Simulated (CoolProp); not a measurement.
Vapour-liquid equilibrium of cyclohexane (1) + o-xylene (2) at 0.0135 MPa; x and y are mole fractions of (1).

Computed with CoolProp (multi-fluid Helmholtz-energy mixture model, Zhou 2014 and Zhou 2012; pair parameters Bell 2016).

```json
[
 {"x": "0.05", "bubble temperature (°C)": "70.4", "y at the bubble point": "0.393", "dew temperature at overall composition x (°C)": "80.4", "liquid density (mol/L)": "7.919"},
 {"x": "0.15", "bubble temperature (°C)": "56.1", "y at the bubble point": "0.708", "dew temperature at overall composition x (°C)": "77.8", "liquid density (mol/L)": "8.112"},
 {"x": "0.25", "bubble temperature (°C)": "47.7", "y at the bubble point": "0.825", "dew temperature at overall composition x (°C)": "75.0", "liquid density (mol/L)": "8.262"},
 {"x": "0.35", "bubble temperature (°C)": "42.1", "y at the bubble point": "0.882", "dew temperature at overall composition x (°C)": "71.9", "liquid density (mol/L)": "8.393"},
 {"x": "0.45", "bubble temperature (°C)": "38.2", "y at the bubble point": "0.915", "dew temperature at overall composition x (°C)": "68.3", "liquid density (mol/L)": "8.514"},
 {"x": "0.55", "bubble temperature (°C)": "35.2", "y at the bubble point": "0.937", "dew temperature at overall composition x (°C)": "64.3", "liquid density (mol/L)": "8.631"},
 {"x": "0.65", "bubble temperature (°C)": "32.7", "y at the bubble point": "0.954", "dew temperature at overall composition x (°C)": "59.4", "liquid density (mol/L)": "8.747"},
 {"x": "0.75", "bubble temperature (°C)": "30.6", "y at the bubble point": "0.968", "dew temperature at overall composition x (°C)": "53.4", "liquid density (mol/L)": "8.866"},
 {"x": "0.85", "bubble temperature (°C)": "28.7", "y at the bubble point": "0.980", "dew temperature at overall composition x (°C)": "45.4", "liquid density (mol/L)": "8.989"},
 {"x": "0.95", "bubble temperature (°C)": "26.8", "y at the bubble point": "0.993", "dew temperature at overall composition x (°C)": "33.3", "liquid density (mol/L)": "9.119"}
]
```

No azeotrope shows between x = 0.05 and 0.95.

The pair parameters rest on a limited set of measurements; away from them the model extrapolates.
